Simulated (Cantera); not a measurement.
## Nitride etching: BN + H2 + O2

Feed: 1 mol BN, 21 mol H2, a varied amount of O2, at 1425 K and 0.000130 bar.

These are equilibrium values from Cantera (NASA tables, ideal gas, pure condensed phases), not measurements of a reactor. Candidate condensed phases: B, BN, B2O3, B3O3H3, H2O; 39 gas species. Gases not in the tables: H3BO3. The numbers say what is thermodynamically allowed, not how fast it happens.

From 2 mol O2 to 9.6 mol O2 nothing is condensed.

| n(O2) (mol) | log p H2 | log p H2O | log p HBO2 | log p N2 |
|---|---|---|---|---|
| 2 | -3.96 | -4.92 | -5.24 | -5.53 |
| 2.8 | -4.00 | -4.67 | -5.24 | -5.53 |
| 3.7 | -4.05 | -4.50 | -5.23 | -5.53 |
| 4.5 | -4.10 | -4.38 | -5.23 | -5.53 |
| 5.4 | -4.16 | -4.28 | -5.23 | -5.53 |
| 6.2 | -4.22 | -4.21 | -5.23 | -5.53 |
| 7.1 | -4.31 | -4.14 | -5.23 | -5.53 |
| 7.9 | -4.40 | -4.09 | -5.23 | -5.53 |
| 8.8 | -4.54 | -4.04 | -5.23 | -5.53 |
| 9.6 | -4.71 | -3.99 | -5.23 | -5.53 |
log p: log10 of the partial pressure in bar; nothing condenses.
